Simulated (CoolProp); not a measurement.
Dodecamethylcyclohexasiloxane (D6) along the isotherm 425.9 K: Z from the reference equation and from simpler models built on Tc = 645.8 K, pc = 0.9614 MPa, ω = 0.736; each cubic takes its own stable root.

Computed with CoolProp (reference Helmholtz-energy equation of state, Colonna 2008). It is a short technical equation, of lower accuracy than the large ones.

```tsv
p (MPa)	phase	reference
0.0437	liquid	0.006659
0.0874	liquid	0.01331
0.131	liquid	0.01995
0.175	liquid	0.02665
0.219	liquid	0.03334
0.262	liquid	0.03987
0.306	liquid	0.04655
0.35	liquid	0.05323
0.393	liquid	0.05976
0.437	liquid	0.06643
0.481	liquid	0.07310
```

Problem. How far does each simpler model (van der Waals, Redlich-Kwong, Soave-Redlich-Kwong) lie from the reference over these 11 states: mean and median of the absolute difference, and the worst?

Solution. 
- van der Waals: mean 2373.8 %, median 74.8 %, worst +14366.1 % at 425.9 K and 0.0437 MPa
- Redlich-Kwong: mean 1304.0 %, median 19.8 %, worst +14146.9 % at 425.9 K and 0.0437 MPa
- Soave-Redlich-Kwong: mean 9.0 %, median 9.0 %, worst +9.1 % at 425.9 K and 0.0437 MPa

At some of these states van der Waals, Redlich-Kwong gives the other phase, because its saturation line lies elsewhere.
